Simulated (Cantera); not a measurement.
**Carbon deposition, reforming and gasification: C₃H₆ + CO₂**

A closed system holds: 1 mol C₃H₆, 0.81 mol CO₂, held at 7.30 bar.

Method: chemical equilibrium by Gibbs-energy minimisation in Cantera with the NASA 1993 tables (ideal gas, pure condensed phases). Candidate condensed phases: C, C₆H₆, C₇H₈, C₈H₁₈, H₂O; 110 gas species. The numbers say what is thermodynamically allowed, not how fast it happens.

From 1625 K to 2725 K the condensed part is C(graphite). The main C-bearing gas is CO throughout.

| T (K) | x H₂ | x CO | x H | x C₂H₂ (acetylene) | x CH₄ | x H₂O | x CO₂ | n C(graphite) |
|---|---|---|---|---|---|---|---|---|
| 1625 | 0.643 | 0.351 | 2.09e-5 | 2.29e-5 | 0.00444 | 0.00123 | 0.000216 | 2.18 |
| 1725 | 0.645 | 0.351 | 5.52e-5 | 5.94e-5 | 0.00303 | 0.000695 | 0.000108 | 2.18 |
| 1825 | 0.646 | 0.351 | 0.000131 | 0.000139 | 0.00216 | 0.000418 | 5.79e-5 | 2.18 |
| 1925 | 0.647 | 0.351 | 0.000285 | 0.000296 | 0.00159 | 0.000265 | 3.34e-5 | 2.18 |
| 2025 | 0.647 | 0.351 | 0.000573 | 0.000585 | 0.00121 | 0.000176 | 2.04e-5 | 2.18 |
| 2125 | 0.646 | 0.351 | 0.00108 | 0.00108 | 0.000947 | 0.000122 | 1.31e-5 | 2.18 |
| 2225 | 0.645 | 0.351 | 0.00192 | 0.00189 | 0.000756 | 8.68e-5 | 8.80e-6 | 2.17 |
| 2325 | 0.643 | 0.350 | 0.00326 | 0.00314 | 0.000615 | 6.38e-5 | 6.12e-6 | 2.16 |
| 2425 | 0.639 | 0.350 | 0.00530 | 0.00499 | 0.000507 | 4.81e-5 | 4.40e-6 | 2.14 |
| 2525 | 0.634 | 0.349 | 0.00826 | 0.00761 | 0.000423 | 3.70e-5 | 3.25e-6 | 2.12 |
| 2625 | 0.627 | 0.349 | 0.0124 | 0.0112 | 0.000356 | 2.89e-5 | 2.46e-6 | 2.08 |
| 2725 | 0.618 | 0.348 | 0.0181 | 0.0159 | 0.000300 | 2.29e-5 | 1.90e-6 | 2.04 |
x: gas mole fraction; n: condensed amount in mol.
